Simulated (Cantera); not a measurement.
Thermodynamics of roasting and sulfation, feed MgCO₃ + SO₂ + H₂O

Input: 1 mol MgCO₃, 0.076 mol SO₂, 0.35 mol H₂O, at 1025 K and 19.0 bar.

These are equilibrium values from Cantera (NASA tables, ideal gas, pure condensed phases), not measurements of a reactor. Candidate condensed phases: C, C₆H₆, C₇H₈, C₈H₁₈, H₂O, H₂SO₄, Mg, MgCO₃, MgO, Mg(OH)₂, MgS, MgSO₄, S; 130 gas species. Mutual solubility and eutectic melting of coexisting phases are not modelled. Equilibrium is a limit: real reactors are often held back by kinetics, nucleation or transport.

| Item | Value |
|---|---|
| x(CO₂) | 0.701 |
| x(H₂O) | 0.245 |
| x(SO₂) | 0.0533 |
| x(CO) | 1.17e-5 |
| x(H₂) | 5.30e-6 |
| n(MgO(s)) | 1.000 mol |
| n(MgSO₄(s)) | 2.35e-5 mol |
| gas amount | 1.426 mol |
| log10 activity of S(l) (absent) | -4.88 |
| log10 activity of C(graphite) (absent) | -8.90 |
| log10 activity of Mg(l) (absent) | -19.90 |
